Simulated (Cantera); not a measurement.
A Cantera script and what it prints.

```python
import numpy as np
import cantera as ct

gas_names = """
    H H2 N NH NH2 NH3 N2 N2H2 N2H4 Si SiH SiH2 SiH3 SiH4 SiN Si2 Si2N Si3
""".split()
cond_names = """
    Si(cr) Si(L) Si3N4(a)
""".split()


# ... load() reads the species with a 1 bar reference pressure and builds the phases ...
atoms = {
    'trisilylamine': {'Si': 3, 'N': 1, 'H': 9},
    'NH3': {'N': 1, 'H': 3},
    'N2': {'N': 2},
}
top_T = {'Si3N4(a)': 2400}  # K; cautious upper limits of use, not melting points


# ... equilibrate(T, P, feed) seeds the gas with the atoms and calls Mixture.equilibrate('TP', solver="vcs", rtol=1e-11, max_steps=5000) ...
results = []
feed = {'trisilylamine': 1, 'NH3': 2.3, 'N2': 1.7}  # mol
T = 1373  # K
P = 61  # Pa
mix = equilibrate(T, P, feed)
results.append((T, P, feed, dict(zip(mix.species_names, mix.species_moles))))
x = sorted(zip(gas.X, gas.species_names), reverse=True)
print(f"T = {T:g} K  P = {P:g} Pa  gas = {mix.phase_moles(0):.4g} mol")
print("   x: " + "  ".join(f"{s} {v:.3e}" for v, s in x if v > 1e-06))
print("   condensed (mol): " + ("  ".join(f"{mix.phase(i).name} {mix.phase_moles(i):.4g}"
      for i in range(1, mix.n_phases) if mix.phase_moles(i) > 1e-12) or "none"))
```

Result:

```
T = 1373 K  P = 61 Pa  gas = 9.301 mol
   x: H2 8.547e-01  N2 1.452e-01  H 1.247e-04
   condensed (mol): Si3N4(a) 1
```

Equilibrium computed with Cantera from the NASA thermochemical tables; the gas is ideal and each condensed phase is pure. The feed counts by its element totals alone.
